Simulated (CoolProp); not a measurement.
A simple Rankine cycle with R1336mzz(Z): condensing at 325.15 K, boiler at 0.645 MPa, turbine inlet 499 K, turbine efficiency 0.75, pump efficiency 0.8, no recuperator. Each further row changes one setting.

Values from CoolProp's reference Helmholtz-energy equation of state, McLinden 2020.

| case | thermal efficiency (%) | net work (kJ/kg) | heat in (kJ/kg) | turbine exit temperature (K) | volume ratio over the turbine |
|---|---|---|---|---|---|
| as stated | 6.4 | 21.2 | 332 | 476.3 | 3.34 |
| condensing temperature 317.15 K | 7.5 | 25.8 | 342 | 471.7 | ? |
| boiler pressure 0.451 MPa | 4.6 | 15.3 | ? | 483.2 | 2.33 |
| turbine efficiency 0.65 | ? | ? | 332 | ? | ? |

### Question
Complete the blanks.

### Answer

- condensing temperature 317.15 K, volume ratio over the turbine: 4.32
- boiler pressure 0.451 MPa, heat in (kJ/kg): 334
- turbine efficiency 0.65, thermal efficiency (%): 5.5
- turbine efficiency 0.65, net work (kJ/kg): 18.3
- turbine efficiency 0.65, turbine exit temperature (K): 478.9
- turbine efficiency 0.65, volume ratio over the turbine: 3.36
